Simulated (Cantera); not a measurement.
Input: 1 mol SiO2, 1.7 mol F2, 13 mol H2, equilibrated at 825 °C and 0.550 bar.

Equilibrium computed with Cantera from the NASA thermochemical tables; the gas is ideal and each condensed phase is pure. Candidate condensed phases: H2O, Si, SiO2; 38 gas species. Equilibrium is a limit: real reactors are often held back by kinetics, nucleation or transport.

Base state: H2 0.793, HF 0.112, H2O 0.0631, SiF4 0.0315 (mole fractions); condensed: SiO2(β-quartz).

Q: What changes in the equilibrium state with this change: SiO2 replaced by CaO?

A: 
| species | before | after |
|---|---|---|
| H2 | 0.793 | 0.825 |
| HF | 0.112 | 0.102 |
| H2O | 0.0631 | 0.0730 |
| SiF4 | 0.0315 | 0 |
| SiO2(β-quartz), mol | 0.550 | 0 |
| CaF2(s), mol | 0 | 1.00 |
Further candidate phases: Ca, CaF2, CaO, Ca(OH)2.

Q: What changes in the equilibrium state with this change: temperature from 825 °C to 1452 °C?

A: 
```json
[
 {"species": "H2", "before": "0.793", "after": "0.779"},
 {"species": "HF", "before": "0.112", "after": "0.179"},
 {"species": "H2O", "before": "0.0631", "after": "0.0278"},
 {"species": "SiF4", "before": "0.0315", "after": "0.0134"},
 {"species": "SiO", "before": "<1e-9", "after": "2.42e-5"},
 {"species": "H", "before": "2.97e-8", "after": "0.000221"},
 {"species": "SiF3", "before": "6.85e-8", "after": "0.000386"},
 {"species": "SiO2(β-quartz), mol", "before": "0.550", "after": "0"},
 {"species": "SiO2(condensed), mol", "before": "0", "after": "0.798"}
]
```
The tables' values for SiF3 are old estimates; treat these amounts as uncertain. The tables hold silica as quartz up to 1696 K and as liquid above; real silica turns to tridymite and cristobalite and melts near 1996 K. Gases not in the tables: Si(OH)4.

Q: What changes in the equilibrium state with this change: F2 from 1.7 to 2.3 mol?

A: 
| species | before | after |
|---|---|---|
| H2 | 0.793 | 0.729 |
| HF | 0.112 | 0.142 |
| H2O | 0.0631 | 0.0859 |
| SiF4 | 0.0315 | 0.0430 |
| SiO2(β-quartz), mol | 0.550 | 0.370 |
